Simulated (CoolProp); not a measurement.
The numbers come from the reference Helmholtz-energy equation of state, Lemmon 2006 in CoolProp. It is a short technical equation, of lower accuracy than the large ones.

For C2F6 (R116), give the phase and the density (kg/m³), cv (kJ/(kg K)), speed of sound (m/s), viscosity (µPa s) at 43.05 °C and 0.887 MPa; -78.25 °C and 0.0823 MPa.


- 43.05 °C and 0.887 MPa: gas; density 50.5, cv 0.750, speed of sound 134, viscosity 15.2
- -78.25 °C and 0.0823 MPa: gas; density 7.27, cv 0.536, speed of sound 111, viscosity 9.13

Viscosity comes from a separate model (Huber 2003), an estimate that may be off by 10 % or more.
